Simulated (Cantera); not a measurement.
# Low-pressure radical oxidation in H2/O2

A perfectly stirred reactor is fed with 0.699 % H₂, 46.6 % O₂, 51.2 % N₂, 1.49 % H₂O, equivalence ratio 0.0075, at 10.00 Torr; it is held at 1125 K, and followed from long to short residence time.

Model: the H2/O2 subset of GRI-Mech 3.0, which has no nitrogen chemistry, integrated in Cantera. Radical loss at walls, strong at low pressure, is not modelled.

| τ (s) | x H₂ | x O₂ | x O | x HO₂ | x H₂O₂ | x H | x H₂O |
|---|---|---|---|---|---|---|---|
| 3.3 | 3.66e-5 | 0.464 | 0.000436 | 4.51e-7 | 2.53e-8 | 2.05e-5 | 0.0218 |
| 1.3 | 6.38e-5 | 0.463 | 0.000767 | 6.21e-7 | 3.00e-8 | 4.86e-5 | 0.0217 |
| 0.51 | 0.000111 | 0.463 | 0.00130 | 8.16e-7 | 3.45e-8 | 0.000109 | 0.0216 |
| 0.20 | 0.000193 | 0.462 | 0.00203 | 1.02e-6 | 3.91e-8 | 0.000223 | 0.0214 |
| 0.077 | 0.000346 | 0.462 | 0.00285 | 1.21e-6 | 4.46e-8 | 0.000399 | 0.0211 |
| 0.030 | 0.000643 | 0.461 | 0.00342 | 1.37e-6 | 5.27e-8 | 0.000592 | 0.0206 |
| 0.012 | 0.00124 | 0.461 | 0.00343 | 1.49e-6 | 6.41e-8 | 0.000717 | 0.0199 |
| 0.0046 | 0.00251 | 0.462 | 0.00274 | 1.54e-6 | 7.28e-8 | 0.000661 | 0.0186 |
x: mole fraction; the columns are a selection and need not sum to one.
